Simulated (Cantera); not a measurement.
Input: 1 mol MgO, 0.44 mol CH₄, 13 mol H₂.

Cantera equilibrium calculation (NASA polynomials, part measured and part estimated; ideal gas, pure solids and liquids). Candidate condensed phases: C, C₆H₆, C₇H₈, C₈H₁₈, H₂O, Mg, MgCO₃, MgO, Mg(OH)₂; 116 gas species. Equilibrium is a limit: real reactors are often held back by kinetics, nucleation or transport.

Stable condensed phases, one row left out:

```
T in K \ P in Pa
              10      42     180     750    3200   13000   56000  240000 1000000
   2123        A       A       A       A       B       B       B       B       B
   2023        A       A       A       A       B       B       B       B       B
   1823        A       B       B       B       B       B       B       C       C
   1723        B       B       B       B       B       B       B       C       C
   1623        B       B       B       B       B       B       C       C       C
   1523        B       B       B       B       B       C       C       C       C
   1423        B       B       B       C       C       C       C       C       B
   1323        B       B       C       C       C       C       C       C       B
   1223        C       C       C       C       C       C       C       C       B
   1123        C       C       C       C       C       C       C       B       B
   1023        C       C       C       C       C       C       B       B       B
    923        C       C       C       C       C       C       B       B       B
```

A: gas only; B: MgO; C: C + MgO.

Give the row for 1923 K.

10: gas only; 42: gas only; 180: MgO; 750: MgO; 3200: MgO; 13000: MgO; 56000: MgO; 240000: MgO; 1000000: C + MgO.
